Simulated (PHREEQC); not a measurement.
PHREEQC input (ion-association model, wateq4f.dat):

```
SOLUTION_SPECIES
  PO4-3 + 3H+ = H3PO4  # constants of phreeqc.dat
    -log_k 21.721
    -delta_h -10.1 kJ
SOLUTION 1
  temp 25
  units mol/kgw
  pH 7 charge
END
SELECTED_OUTPUT 1
  -reset false
  -pH true
  -pe true
  -ionic_strength true
  -water true
  -totals Cl K P Zn
  -molalities H+ Cl- K+ PO4-3 Zn+2 HPO4-2 H2PO4- KHPO4- O2 OH-
    ZnCl+ ZnCl2 ZnCl3- ZnCl4-2 ZnOH+ Zn(OH)2 Zn(OH)3- Zn(OH)4-2 ZnOHCl H3PO4
  -equilibrium_phases Zn5(OH)8Cl2 Zn(OH)2-e Zn3(PO4)2:4w
PRINT
  -reset false
USE solution 1
REACTION 1
  KH2PO4 1
  0 0.0417 0.0833 0.125 0.167 0.208 0.25 0.292 0.333 0.375 0.417 0.458 0.5 moles
EQUILIBRIUM_PHASES 1
  Zn5(OH)8Cl2 0 0.5
  Zn(OH)2-e 0 0
  Zn3(PO4)2:4w 0 0
  O2(g) -0.68 10
END
```

Selected output (columns that matter, 13 of 13 rows; KH2PO4 added (mol) added in front):

```
KH2PO4 added (mol)	pH	mu	Cl	K	P	Zn	m_H+	m_Cl-	m_K+	m_Zn+2	m_HPO4-2	Zn5(OH)8Cl2	Zn(OH)2-e	Zn3(PO4)2:4w
0	7.138	0.0071067	0.0047789	0	0	0.0024089	7.8776e-08	0.004754	0	0.0023525	0	0.49761	0.0095384	0
0.0417	8.0374	0.041894	0.041755	0.0417	3.2641e-05	6.7105e-05	1.0657e-08	0.041749	0.041699	5.2967e-05	2.9017e-05	0.47912	0.04182	0.020834
0.0833	8.3113	0.083475	0.083071	0.0833	0.00013786	2.9091e-05	5.8638e-09	0.083066	0.083292	1.8007e-05	0.00012505	0.45846	0.082906	0.041581
0.125	8.4701	0.1253	0.12437	0.125	0.00032757	1.9686e-05	4.1504e-09	0.12437	0.12497	9.746e-06	0.00029584	0.43781	0.12391	0.062336
0.167	8.5826	0.16751	0.1658	0.167	0.00061118	1.5641e-05	3.2498e-09	0.16579	0.16694	6.3372e-06	0.00054709	0.4171	0.1649	0.083194
0.208	8.6674	0.20879	0.20605	0.208	0.00098295	1.3481e-05	2.7024e-09	0.20605	0.2079	4.5904e-06	0.00087143	0.39697	0.2046	0.10351
0.25	8.7381	0.25113	0.24708	0.24999	0.0014655	1.209e-05	2.3167e-09	0.24708	0.24983	3.5113e-06	0.0012863	0.37646	0.2449	0.12427
0.292	8.7977	0.29354	0.2879	0.29199	0.0020548	1.1138e-05	2.0348e-09	0.28789	0.29174	2.8041e-06	0.0017861	0.35605	0.28484	0.14497
0.333	8.8479	0.335	0.32752	0.33298	0.0027363	1.0457e-05	1.8237e-09	0.32752	0.33263	2.3203e-06	0.0023566	0.33623	0.32345	0.16513
0.375	8.8933	0.37754	0.3679	0.37498	0.0035462	9.9199e-06	1.6519e-09	0.36789	0.37448	1.9564e-06	0.0030263	0.31604	0.36261	0.18573
0.417	8.9337	0.42013	0.40803	0.41697	0.0044717	9.4925e-06	1.5123e-09	0.40803	0.41631	1.6806e-06	0.0037826	0.29597	0.40136	0.20626
0.458	8.9694	0.46176	0.44698	0.45795	0.005489	9.1497e-06	1.3988e-09	0.44698	0.45711	1.47e-06	0.0046045	0.27649	0.43879	0.22626
0.5	9.0028	0.50446	0.48664	0.49994	0.0066499	8.854e-06	1.3005e-09	0.48664	0.49887	1.2973e-06	0.0055324	0.25665	0.47672	0.24667
```

H3PO4, which wateq4f.dat lacks, is added to it with the constant of phreeqc.dat. The database has no phosphate complexes of Zn.
